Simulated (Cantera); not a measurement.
Pyrogenic steam for wet oxidation

An isothermal, constant-pressure homogeneous reactor starts with 9.92 % H₂, 29.2 % O₂, 58.3 % N₂, 2.60 % H₂O, equivalence ratio 0.17, at 1300 K and 1.00 bar.

Cantera simulation using the H2/O2 subset of GRI-Mech 3.0, which has no nitrogen chemistry; the numbers are that mechanism's predictions, not measurements. The temperature is held fixed by assumption; the heat of reaction is taken as removed at once.

| t (s) | x H₂ | x O₂ | x HO₂ | x O | x OH | x H | x H₂O₂ |
|---|---|---|---|---|---|---|---|
| 2.00e-5 | 0.0963 | 0.290 | 9.43e-5 | 0.000610 | 0.000455 | 0.00107 | 8.55e-7 |
| 5.11e-5 | 0.00284 | 0.252 | 0.000114 | 0.00429 | 0.00308 | 0.00175 | 7.87e-6 |
| 0.000130 | 0.000308 | 0.254 | 3.07e-5 | 0.000366 | 0.000773 | 3.82e-5 | 2.32e-6 |
| 0.000333 | 4.49e-5 | 0.255 | 6.56e-6 | 5.45e-5 | 0.000308 | 2.25e-6 | 7.34e-7 |
| 0.000850 | 6.45e-6 | 0.255 | 1.52e-6 | 1.18e-5 | 0.000147 | 2.16e-7 | 2.52e-7 |
| 0.00217 | 1.07e-6 | 0.255 | 4.24e-7 | 3.24e-6 | 7.71e-5 | 2.99e-8 | 9.05e-8 |
| 0.00554 | 2.67e-7 | 0.255 | 1.47e-7 | 1.05e-6 | 4.38e-5 | 5.44e-9 | 3.42e-8 |
| 0.0141 | 8.84e-8 | 0.255 | 6.82e-8 | 3.82e-7 | 2.63e-5 | 1.21e-9 | 1.36e-8 |
| 0.0361 | 3.72e-8 | 0.255 | 5.00e-8 | 1.61e-7 | 1.70e-5 | 3.52e-10 | 6.16e-9 |
| 0.0922 | 2.42e-8 | 0.255 | 4.93e-8 | 9.76e-8 | 1.32e-5 | 1.85e-10 | 3.92e-9 |
| 0.235 | 2.28e-8 | 0.255 | 4.97e-8 | 8.99e-8 | 1.27e-5 | 1.68e-10 | 3.65e-9 |
| 0.601 | 2.28e-8 | 0.255 | 4.97e-8 | 8.99e-8 | 1.27e-5 | 1.68e-10 | 3.64e-9 |
| 1.53 | 2.28e-8 | 0.255 | 4.97e-8 | 8.99e-8 | 1.27e-5 | 1.68e-10 | 3.64e-9 |
| 3.92 | 2.28e-8 | 0.255 | 4.97e-8 | 8.99e-8 | 1.27e-5 | 1.68e-10 | 3.64e-9 |
| 10.0 | 2.28e-8 | 0.255 | 4.97e-8 | 8.99e-8 | 1.27e-5 | 1.68e-10 | 3.64e-9 |
x: mole fraction; the columns are a selection and need not sum to one.

Equilibrium at this temperature and pressure: H₂ 2.28e-8, O₂ 0.255, HO₂ 4.97e-8, O 8.99e-8, OH 1.27e-5, H 1.68e-10, H₂O₂ 3.64e-9 (gas phase only).
